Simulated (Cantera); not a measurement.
An adiabatic, constant-pressure homogeneous reactor starts with C₂H₄ : O₂ : N₂ : H₂O = 1 : 1.58 : 5.37 : 0.73 (molar parts), equivalence ratio 1.9, at 975 K and 16.0 bar.

Cantera simulation using GRI-Mech 3.0 (53 species, 325 reactions); the numbers are that mechanism's predictions, not measurements. GRI-Mech 3.0 was tuned for natural gas; its chemistry of ethylene as a main component is partial and can be far from experiment. The pressure lies above the range GRI-Mech 3.0 was tuned for (to about 10 atm). Below about 1000 K GRI-Mech 3.0 lacks low-temperature oxidation paths.

Predict: time of steepest temperature rise; temperature at 4.00 s; equilibrium temperature; x(O₂) at 4.00 s; x(H₂O) at 4.00 s; x(H₂) at 4.00 s; x(HCN) at 4.00 s; x(O) at 4.00 s.


| Quantity | Result |
|---|---|
| time of steepest temperature rise | 9.08 ms |
| temperature at 4.00 s | 2432 K |
| equilibrium temperature | 2432 K |
| x(O₂) at 4.00 s | 1.90e-6 (gas-phase equilibrium 1.90e-6) |
| x(H₂O) at 4.00 s | 0.151 (gas-phase equilibrium 0.151) |
| x(H₂) at 4.00 s | 0.118 (gas-phase equilibrium 0.118) |
| x(HCN) at 4.00 s | 1.06e-6 (gas-phase equilibrium 1.06e-6) |
| x(O) at 4.00 s | 3.56e-6 (gas-phase equilibrium 3.56e-6) |
